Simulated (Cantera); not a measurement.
# Reactions in the system Ba-F-N-O

Standard-state values (1 bar) from the NASA 1993 polynomials, evaluated with Cantera. Values are per mole of reaction as written; species without (g) are pure solids or liquids, kept so even where they would boil at 1 bar.

2 NO(g) + BaF2 → F2(g) + N2O(g) + BaO

| T (K) | ΔH° (kJ) | ΔS° (J/K) | ΔG° (kJ) | log10 K |
|---|---|---|---|---|
| 300 | 559.4 | -23.0 | 566.3 | -98.61 |
| 373 | 558.5 | -25.9 | 568.1 | -79.56 |
| 423 | 557.9 | -27.3 | 569.5 | -70.32 |
| 473 | 557.5 | -28.3 | 570.9 | -63.04 |
| 523 | 557.1 | -29.1 | 572.3 | -57.16 |
| 573 | 556.7 | -29.7 | 573.8 | -52.30 |
| 623 | 556.4 | -30.3 | 575.3 | -48.23 |
| 673 | 556.1 | -30.7 | 576.8 | -44.77 |
| 723 | 555.8 | -31.2 | 578.3 | -41.78 |
